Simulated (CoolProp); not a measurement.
Vapour-liquid equilibrium of propylene (1) + propane (2) at 16.55 °C; x and y are mole fractions of (1).

Computed with CoolProp (multi-fluid Helmholtz-energy mixture model, Lemmon 2013 and Lemmon 2009; pair parameters Bell 2016).

```csv
x,bubble pressure (MPa),y at the bubble point,dew pressure at overall composition x (MPa),liquid density (mol/L)
0.05,0.7748,0.062,0.7725,11.49
0.15,0.7973,0.179,(withheld),11.57
0.25,0.8181,0.288,0.8109,(withheld)
0.35,0.8375,0.392,0.8297,11.73
0.45,0.8554,0.492,0.8480,11.82
0.55,0.8720,(withheld),0.8656,11.91
0.65,0.8871,0.681,0.8822,(withheld)
0.75,0.9009,0.773,0.8976,12.10
0.85,0.9134,0.863,0.9116,12.21
0.95,0.9244,0.954,0.9240,12.31
```

**Question.** Fill in the missing entries.

**Answer.** 
- 0.15, dew pressure at overall composition x (MPa): 0.7917
- 0.25, liquid density (mol/L): 11.65
- 0.55, y at the bubble point: 0.588
- 0.65, liquid density (mol/L): 12.00

No azeotrope shows between x = 0.05 and 0.95.

Pair parameters are fitted to limited data, so mixtures are less certain than the pure fluids.
